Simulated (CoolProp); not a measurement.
n-perfluoropentane at 248.05 K and 5.54 MPa is throttled through a valve to 0.122 MPa with no heat exchange. Each further row changes one setting.

Computed with CoolProp (reference Helmholtz-energy equation of state, Gao 2022).

```tsv
case	temperature change (K)
as stated	+1.9
outlet pressure 0.0366 MPa	+2.0
outlet pressure 0.159 MPa	+1.9
```
